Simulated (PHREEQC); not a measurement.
Consider water at 25 °C with 6.1 mmol/kgw HF, 0.23 mmol/kgw NH4F and 0.04 mmol/kgw H2SO4. Closed to the air; pH follows from the charge balance.

Model: ion-association model, phreeqc.dat, run in PHREEQC.

Each row changes one thing in this solution. Precipitation was switched off in this run.

| case | pH | ionic strength (mol/kgw) | HF (mol/kgw) | F- (mol/kgw) | HF2- (mol/kgw) | NH3 (mol/kgw) |
|---|---|---|---|---|---|---|
| as made | 2.78 | 0.00200 | 0.00441 | 0.00186 | 3.15e-5 | 7.50e-11 |
| diluted 2-fold with water | 2.96 | 0.00128 | 0.00193 | 0.00121 | 9.01e-6 | 5.69e-11 |
| H2SO4 from 4e-05 to 0.0002 mol/kgw | 2.74 | 0.00232 | 0.00453 | 0.00174 | 3.03e-5 | 6.78e-11 |
| H2SO4 left out | 2.79 | 0.00193 | 0.00437 | 0.00189 | 3.18e-5 | 7.70e-11 |
| temperature from 25 to 20 °C | 2.76 | 0.00207 | 0.00434 | 0.00193 | 3.08e-5 | 5.04e-11 |
| HF replaced by NH4BF4 at the same molality | 3.00 | 0.00745 | 0.00313 | 0.00229 | 2.75e-5 | 3.26e-9 |
| temperature from 25 to 90 °C | 3.04 | 0.00121 | 0.00520 | 0.00109 | 2.34e-5 | 5.78e-9 |
| HF left out | 4.22 | 0.000331 | 1.86e-5 | 0.000211 | 1.51e-8 | 2.14e-9 |

Species that the database lacks are ignored. At this temperature some constants are extrapolated from 25 °C, and those without enthalpy data are left unchanged. Real BF4- forms and hydrolyses slowly; the run takes it at equilibrium.
